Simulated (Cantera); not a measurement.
Charge: 1 mol n-butane, 0.6 mol O2, held at 648.15 K and 263 Torr.

Method: chemical equilibrium by Gibbs-energy minimisation in Cantera with the NASA 1993 tables (ideal gas, pure condensed phases). Candidate condensed phases: C, C6H6, C7H8, C8H18, H2O; 110 gas species. The numbers say what is thermodynamically allowed, not how fast it happens.

Base state: CH4 0.463, H2O 0.287, H2 0.221, CO2 0.0280, CO 0.00136 (mole fractions); condensed: C(graphite).

Task: What changes in the equilibrium state with this change: temperature from 648.15 K to 1350 K?

Result: 
```tsv
species	before	after
H2	0.221	0.805
CO	0.00136	0.193
CH4	0.463	0.00131
H2O	0.287	0.000312
CO2	0.0280	3.82e-5
C(graphite), mol	2.28	2.79
```

Task: What changes in the equilibrium state with this change: O2 from 0.6 to 0.72 mol?

Result: 
```json
[
 {"species": "CH4", "before": "0.463", "after": "0.427"},
 {"species": "H2O", "before": "0.287", "after": "0.321"},
 {"species": "H2", "before": "0.221", "after": "0.212"},
 {"species": "CO2", "before": "0.0280", "after": "0.0382"},
 {"species": "CO", "before": "0.00136", "after": "0.00158"},
 {"species": "C(graphite), mol", "before": "2.28", "after": "2.32"}
]
```
